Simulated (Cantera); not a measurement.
An isothermal, constant-pressure homogeneous reactor starts with CO : O2 : H2O : N2 = 0.0011 : 0.0061 : 0.0039 : 1 (molar parts), equivalence ratio 0.090, at 1400 K and 0.0987 atm. Integrator tolerance rtol = 1e-08.

Detailed kinetics in Cantera: GRI-Mech 3.0 (53 species, 325 reactions).

Q: What does this change do: 0.03 parts CH4 added?

A: 
```json
[
 {"quantity": "x(CO) at 9.00 s", "before": "1.41e-7 (gas-phase equilibrium 4.61e-8)", "after": "0.00537 (gas-phase equilibrium 0.0159)"},
 {"quantity": "x(O2) at 9.00 s", "before": "0.00549 (gas-phase equilibrium 0.00543)", "after": "4.34e-6 (gas-phase equilibrium <1e-12)"},
 {"quantity": "x(H2O) at 9.00 s", "before": "0.00386 (gas-phase equilibrium 0.00386)", "after": "0.0101 (gas-phase equilibrium 4.24e-9)"},
 {"quantity": "x(NO) at 9.00 s", "before": "2.39e-7 (gas-phase equilibrium 0.000131)", "after": "6.07e-10 (gas-phase equilibrium <1e-12)"},
 {"quantity": "x(CO2) at 9.00 s", "before": "0.00109 (gas-phase equilibrium 0.00109)", "after": "0.000416 (gas-phase equilibrium 5.92e-10)"},
 {"quantity": "x(H2) at 9.00 s", "before": "2.18e-7 (gas-phase equilibrium 7.53e-8)", "after": "0.0205 (gas-phase equilibrium 0.0525)"},
 {"quantity": "x(NO2) at 9.00 s", "before": "1.02e-10 (gas-phase equilibrium 4.94e-8)", "after": "<1e-12 (gas-phase equilibrium <1e-12)"}
]
```
GRI-Mech 3.0 stops at C3 and has no aromatics, soot or wall deposition, so with more carbon than oxygen in the feed, carbon stays in small species such as C2H2 where larger ones or solid carbon would form.

Q: What does this change do: 0.025 parts H2 added?

A: 
```tsv
quantity	before	after
x(CO) at 9.00 s	1.41e-7 (gas-phase equilibrium 4.61e-8)	0.000689 (gas-phase equilibrium 0.000690)
x(O2) at 9.00 s	0.00549 (gas-phase equilibrium 0.00543)	4.38e-9 (gas-phase equilibrium 2.94e-12)
x(H2O) at 9.00 s	0.00386 (gas-phase equilibrium 0.00386)	0.0152 (gas-phase equilibrium 0.0153)
x(NO) at 9.00 s	2.39e-7 (gas-phase equilibrium 0.000131)	1.33e-6 (gas-phase equilibrium 3.02e-9)
x(CO2) at 9.00 s	0.00109 (gas-phase equilibrium 0.00109)	0.000379 (gas-phase equilibrium 0.000378)
x(H2) at 9.00 s	2.18e-7 (gas-phase equilibrium 7.53e-8)	0.0128 (gas-phase equilibrium 0.0128)
x(NO2) at 9.00 s	1.02e-10 (gas-phase equilibrium 4.94e-8)	<1e-12 (gas-phase equilibrium <1e-12)
```
